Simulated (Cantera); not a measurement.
A Cantera script and its output.

```python
import numpy as np
import cantera as ct

gas = ct.Solution("gri30.yaml")


def delay(T, t_max=10):
    gas.TPX = T, 3200000, {'CH4': 1, 'CO': 0.21, 'O2': 1.91, 'N2': 12.2, 'CO2': 2.3}
    reactor = ct.IdealGasReactor(gas, clone=False)
    net = ct.ReactorNet([reactor])
    net.rtol, net.atol = 1e-8, 1e-16
    while net.time < t_max:
        t_old, T_old = net.time, reactor.T
        net.step()
        if reactor.T > T + 400:  # ignition: a rise of 400 K
            return t_old + (T + 400 - T_old) / (reactor.T - T_old) * (net.time - t_old)
    return np.nan


taus = []
for T in [1025, 1075, 1125, 1175, 1225, 1275]:
    taus.append(delay(T))
    print(f"T0 = {T:6g} K   tau = {taus[-1]:.4e} s")
```

Output:

```
T0 =   1025 K   tau = 4.9709e-02 s
T0 =   1075 K   tau = 2.0731e-02 s
T0 =   1125 K   tau = 9.4235e-03 s
T0 =   1175 K   tau = 4.6224e-03 s
T0 =   1225 K   tau = 2.4200e-03 s
T0 =   1275 K   tau = 1.3371e-03 s
```

Computed with Cantera and GRI-Mech 3.0 (53 species, 325 reactions). The pressure lies above the range GRI-Mech 3.0 was tuned for (to about 10 atm).
